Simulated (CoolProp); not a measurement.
Vapour-liquid equilibrium of R227EA (1) + n-butane (2) at 275.8 K; x and y are mole fractions of (1).

Computed with CoolProp (multi-fluid Helmholtz-energy mixture model, Lemmon 2016 and Bücker 2006; pair parameters Bell 2016).

| x | bubble pressure (bar) | y at the bubble point | dew pressure at overall composition x (bar) | liquid density (mol/L) |
|---|---|---|---|---|
| 0.05 | 1.588 | 0.303 | 1.196 | 10.15 |
| 0.2 | 2.219 | 0.540 | 1.403 | 9.784 |
| 0.35 | 2.401 | 0.598 | 1.689 | 9.460 |
| 0.5 | 2.467 | [?] | 2.092 | 9.189 |
| 0.65 | 2.498 | 0.668 | 2.490 | 8.976 |
| 0.8 | 2.469 | [?] | 2.413 | [?] |
| 0.95 | 2.281 | 0.905 | 2.221 | 8.709 |

What belongs in the gaps?


- 0.5, y at the bubble point: 0.629
- 0.8, y at the bubble point: 0.743
- 0.8, liquid density (mol/L): 8.818

y crosses x between x = 0.65 and 0.8: the model has an azeotrope there.

The pair parameters rest on a limited set of measurements; away from them the model extrapolates. With so large a gap from Raoult's law the liquid may split in two, which this calculation doesn't test in full.
